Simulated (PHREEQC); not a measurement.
A PHREEQC input (ion-association model, phreeqc.dat):

```
SOLUTION 1
  temp 43
  units mg/L
  pH 12.5
  pe 10.1
  Na 3420
  K 1230
  Ca 349
  Mg 103
  Cl 6510
  S(6) 1010 as SO4
  Alkalinity 1.17 as HCO3
  Li 14.3
  F 5.7
END
USE solution 1
EQUILIBRIUM_PHASES 1
  Quartz 0 0.5
  CO2(g) -2 10
END
```

It stops with these messages:

```
WARNING: Maximum iterations exceeded, 100
WARNING: Maximum iterations exceeded, 100
WARNING: The program has failed to converge to a numerical solution.
ERROR:           Alkalinity has not converged. Total: 1.943044e-05	Calculated: 1.293503e-06	Residual: 1.813693e-05
ERROR: Is non-carbonate alkalinity greater than total alkalinity?
ERROR:                   Ca has not converged. Total: 8.823893e-03	Calculated: 5.672806e-03	Residual: 3.151087e-03
ERROR:                   Cl has not converged. Total: 1.860761e-01	Calculated: 1.776909e-01	Residual: 8.385140e-03
ERROR:                    F has not converged. Total: 3.040327e-04	Calculated: 2.438683e-04	Residual: 6.016444e-05
ERROR:                    K has not converged. Total: 3.187635e-02	Calculated: 2.946290e-02	Residual: 2.413455e-03
ERROR:                   Li has not converged. Total: 2.088342e-03	Calculated: 2.599395e-03	Residual: -5.110525e-04
ERROR:                   Mg has not converged. Total: 4.293179e-03	Calculated: 3.515362e-04	Residual: 3.941643e-03
ERROR:                   Na has not converged. Total: 1.507486e-01	Calculated: 1.898284e-01	Residual: -3.907978e-02
ERROR:                 S(6) has not converged. Total: 1.065426e-02	Calculated: 7.612794e-03	Residual: 3.041464e-03
ERROR:                   Mu Ionic strength has not converged. 	Residual: 6.380630e-05
ERROR:               A(H2O) Activity of water has not converged. 	Residual: -9.848713e-01
ERROR: Model failed to converge for initial solution  1.
```

Task: Why does the run stop?

Result: The fault: pH typed as 12.5 with the alkalinity kept. The line should read `pH 8.25` where the input has `pH 12.5`. With the mend the run ends at pH 5.26 and ionic strength 0.222 mol/kgw.
